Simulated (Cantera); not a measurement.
Feed: 1 mol TiCl4, 0.087 mol O2, 4.1 mol H2, 16 mol H2O, at 2200 K and 920 Pa.

Method: chemical equilibrium by Gibbs-energy minimisation in Cantera with the NASA 1993 tables (ideal gas, pure condensed phases). Candidate condensed phases: H2O, Ti, TiCl2, TiCl3, TiCl4, TiO, TiO2, Ti2O3, Ti3O5, Ti4O7; 23 gas species. Equilibrium is a limit: real reactors are often held back by kinetics, nucleation or transport.

Base state: H2O 0.606, H2 0.178, HCl 0.159, H 0.0248, Cl 0.0161, OH 0.0118, O2 0.00163, O 0.00114 (mole fractions); condensed: TiO2(l).

Q: What changes in the equilibrium state with this change: TiCl4 replaced by Ti(OiPr)4?

A: 
```csv
species,before,after
H2,0.178,0.575
CO,0,0.244
H2O,0.606,0.125
HCl,0.159,0
Cl,0.0161,0
CO2,0,0.0100
OH,0.0118,0.00135
H,0.0248,0.0445
TiO2,0.000568,0.000330
O2,0.00163,6.64e-6
O,0.00114,7.27e-5
TiO,4.08e-6,3.72e-5
"TiO2(l), mol",0.987,0
"Ti4O7(l), mol",0,0.246
```
The feed counts by its element totals alone. Condensed phases not in the tables: Magnéli phases beyond Ti4O7. Further candidate phases: C, C6H6, C7H8, C8H18, TiC.

Q: What changes in the equilibrium state with this change: pressure from 920 Pa to 32000 Pa?

A: 
```json
[
 {"species": "H2O", "before": "0.606", "after": "0.636"},
 {"species": "H2", "before": "0.178", "after": "0.177"},
 {"species": "HCl", "before": "0.159", "after": "0.177"},
 {"species": "H", "before": "0.0248", "after": "0.00419"},
 {"species": "OH", "before": "0.0118", "after": "0.00210"},
 {"species": "Cl", "before": "0.0161", "after": "0.00305"},
 {"species": "TiO2", "before": "0.000568", "after": "1.63e-5"},
 {"species": "O", "before": "0.00114", "after": "3.46e-5"},
 {"species": "O2", "before": "0.00163", "after": "5.23e-5"},
 {"species": "TiO2(l), mol", "before": "0.987", "after": "1.000"}
]
```
Gases not in the tables: TiO(OH)2.

Q: What changes in the equilibrium state with this change: temperature from 2200 K to 1875 K?

A: 
```csv
species,before,after
H2O,0.606,0.639
HCl,0.159,0.178
H2,0.178,0.177
H,0.0248,0.00288
OH,0.0118,0.000808
Cl,0.0161,0.00219
TiO2,0.000568,2.05e-6
O,0.00114,9.93e-6
O2,0.00163,1.57e-5
"TiO2(l), mol",0.987,0
"TiO2(rutile), mol",0,1.000
```
